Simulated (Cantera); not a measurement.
Input: 1 mol B, 0.38 mol N2, 1 mol O2, at 1400 Pa.

Method: chemical equilibrium by Gibbs-energy minimisation in Cantera with the NASA 1993 tables (ideal gas, pure condensed phases). Candidate condensed phases: B, BN, B2O3; 17 gas species. Rates play no part.

At 1850 °C, list the 6 most abundant gas species with their mole fractions, and the condensed phases.

B2O3 0.398, N2 0.326, O2 0.193, BO2 0.0697, NO 0.00650, O 0.00605. Condensed: gas only.
